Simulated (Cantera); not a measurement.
Carbothermic reduction: CuO + CO + H₂

A closed system holds: 1 mol CuO, 2.6 mol CO, a varied amount of H₂, at 2425 K and 0.170 bar.

Cantera equilibrium calculation (NASA polynomials, part measured and part estimated; ideal gas, pure solids and liquids). Candidate condensed phases: C, C₆H₆, C₇H₈, C₈H₁₈, Cu, CuO, Cu(OH)₂, Cu₂O, H₂O; 113 gas species. Equilibrium is a limit: real reactors are often held back by kinetics, nucleation or transport.

From 0.2 mol H₂ to 4 mol H₂ nothing is condensed. The main Cu-bearing gas is Cu throughout.

```json
[
 {"n(H₂) (mol)": "0.2", "log p CO": "-1.11", "log p H₂": "-2.67", "log p Cu": "-1.36", "log p CO₂": "-1.43", "log p H₂O": "-2.21", "log p H": "-3.08"},
 {"n(H₂) (mol)": "0.31", "log p CO": "-1.10", "log p H₂": "-2.45", "log p Cu": "-1.37", "log p CO₂": "-1.48", "log p H₂O": "-2.04", "log p H": "-2.97"},
 {"n(H₂) (mol)": "0.47", "log p CO": "-1.10", "log p H₂": "-2.22", "log p Cu": "-1.39", "log p CO₂": "-1.55", "log p H₂O": "-1.90", "log p H": "-2.86"},
 {"n(H₂) (mol)": "0.73", "log p CO": "-1.10", "log p H₂": "-1.98", "log p Cu": "-1.41", "log p CO₂": "-1.67", "log p H₂O": "-1.77", "log p H": "-2.74"},
 {"n(H₂) (mol)": "1.1", "log p CO": "-1.11", "log p H₂": "-1.75", "log p Cu": "-1.45", "log p CO₂": "-1.82", "log p H₂O": "-1.69", "log p H": "-2.62"},
 {"n(H₂) (mol)": "1.7", "log p CO": "-1.13", "log p H₂": "-1.52", "log p Cu": "-1.50", "log p CO₂": "-2.04", "log p H₂O": "-1.65", "log p H": "-2.51"},
 {"n(H₂) (mol)": "2.6", "log p CO": "-1.18", "log p H₂": "-1.33", "log p Cu": "-1.57", "log p CO₂": "-2.30", "log p H₂O": "-1.66", "log p H": "-2.41"},
 {"n(H₂) (mol)": "4", "log p CO": "-1.26", "log p H₂": "-1.18", "log p Cu": "-1.66", "log p CO₂": "-2.58", "log p H₂O": "-1.72", "log p H": "-2.34"}
]
```
log p: log10 of the partial pressure in bar; nothing condenses.
